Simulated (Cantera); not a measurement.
Feed: 1 mol SiH4, 0.029 mol HCl, 210 mol H2, equilibrated at 0.133 bar.

These are equilibrium values from Cantera (NASA tables, ideal gas, pure condensed phases), not measurements of a reactor. Candidate condensed phases: Si; 19 gas species. Rates play no part. All values below are at 1025 K.

Base state: H2 1.000, HCl 0.000137 (mole fractions); condensed: Si(s).

**Question.** What changes in the equilibrium state with this change: HCl from 0.029 to 4.2 mol?

**Answer.** 
```
species       before     after
----------  --------  --------
H2             1.000     0.988
HCl         0.000137   0.00849
SiHCl3       5.96e-9   0.00145
SiCl4          <1e-9   0.00145
SiCl3          <1e-9   9.49e-5
SiCl2        3.33e-8  0.000130
SiH2Cl2      4.16e-8  0.000161
Si(s), mol     1.000     0.292
```
The tables' values for SiCl3 are old estimates; treat these amounts as uncertain.
